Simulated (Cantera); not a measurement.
Feed: 1 mol Fe₃O₄, 4.9 mol C, 1.2 mol H₂, held at 1498.15 K and 0.100 bar.

These are equilibrium values from Cantera (NASA tables, ideal gas, pure condensed phases), not measurements of a reactor. Candidate condensed phases: C, C₆H₆, C₇H₈, C₈H₁₈, Fe, Fe(CO)₅, FeO, Fe(OH)₂, Fe(OH)₃, Fe₂O₃, Fe₃O₄, H₂O; 114 gas species. Iron dissolves carbon and melts from about 1420 K in contact with it, which pure phases cannot show. Condensed phases not in the tables: cementite and carbon dissolved in iron. Equilibrium is a limit: real reactors are often held back by kinetics, nucleation or transport.

Base state: CO 0.769, H₂ 0.231, CO₂ 3.99e-5, H₂O 3.09e-5, H 2.61e-5, CH₄ 1.38e-5 (mole fractions); condensed: C(graphite) + Fe(γ).

Q: What changes in the equilibrium state with this change: temperature from 1498.15 K to 1148 K?

A: 
| species | before | after |
|---|---|---|
| CO | 0.769 | 0.766 |
| H₂ | 0.231 | 0.230 |
| CO₂ | 3.99e-5 | 0.00239 |
| H₂O | 3.09e-5 | 0.000849 |
| H | 2.61e-5 | 1.09e-7 |
| CH₄ | 1.38e-5 | 0.000126 |
| C(graphite), mol | 0.900 | 0.916 |
| Fe(γ), mol | 3.00 | 0 |
| Fe(α), mol | 0 | 3.00 |
